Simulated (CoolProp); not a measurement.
Properties of dimethyl carbonate along the isotherm 349.1 K (Tc = 557.0 K, pc = 4.909 MPa, ω = 0.346).

Model: reference Helmholtz-energy equation of state, Zhou 2011, in CoolProp.

| p (MPa) | phase | cv (kJ/(kg K)) | expansivity (1/kK) |
|---|---|---|---|
| 0.307 | liquid | 1.418 | 1.408 |
| 0.614 | liquid | 1.418 | 1.404 |
| 0.92 | liquid | 1.418 | 1.400 |
| 1.23 | liquid | 1.419 | 1.396 |
| 1.53 | liquid | 1.419 | 1.393 |
| 1.84 | liquid | 1.419 | 1.389 |
| 2.15 | liquid | 1.419 | 1.385 |
| 2.45 | liquid | 1.419 | 1.382 |
